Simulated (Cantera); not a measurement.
Feed: 1 mol borazine, 6.1 mol N₂, 1.2 mol H₂, a varied amount of O₂, equilibrated at 1350 °C and 0.210 bar.

Cantera equilibrium calculation (NASA polynomials, part measured and part estimated; ideal gas, pure solids and liquids). Candidate condensed phases: B, BN, B₂O₃, B₃O₃H₃, H₂O; 39 gas species. The feed counts by its element totals alone. Gases not in the tables: H₃BO₃. Equilibrium is a limit: real reactors are often held back by kinetics, nucleation or transport.

At 5 mol O₂, list the 7 most abundant gas species with their mole fractions, and the condensed phases.

N₂ 0.586, H₂O 0.285, HBO₂ 0.0769, O₂ 0.0496, B₂O₃ 0.00105, NO 0.000894, OH 0.000366. Condensed: B₂O₃(l).
